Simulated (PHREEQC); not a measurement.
A solution holds 5.1e-05 mol CaSO4, 0.00012 mol Na2SO4, 0.00054 mol MgSO4 and 6.2e-05 mol ZnCl2 per kg of water, at 25 °C. Closed to the air; pH follows from the charge balance.

Equilibrium calculation in PHREEQC: ion-association model, phreeqc.dat.

* **pH**: 6.60
* **ionic strength**: 0.00268 mol/kgw
* **specific conductance**: 176 µS/cm

```tsv
species	molality	activity	log γ
SO4-2	0.000653	0.000522	-0.097
Mg+2	0.000492	0.000394	-0.096
Na+	0.000239	0.000226	-0.024
Cl-	0.000124	0.000117	-0.025
Zn+2	5.62e-5	4.50e-5	-0.097
MgSO4	4.82e-5	4.82e-5	0.000
Ca+2	4.75e-5	3.80e-5	-0.097
ZnSO4	5.49e-6	5.50e-6	0.000
CaSO4	3.52e-6	3.53e-6	0.000
NaSO4-	6.26e-7	5.92e-7	-0.024
H+	2.63e-7	2.50e-7	-0.023
ZnOH+	2.09e-7	1.97e-7	-0.025
OH-	4.29e-8	4.05e-8	-0.025
Zn(SO4)2-2	2.93e-8	2.33e-8	-0.099
```

This is a speciation only: nothing precipitates in the calculation. Species that the database lacks are ignored.
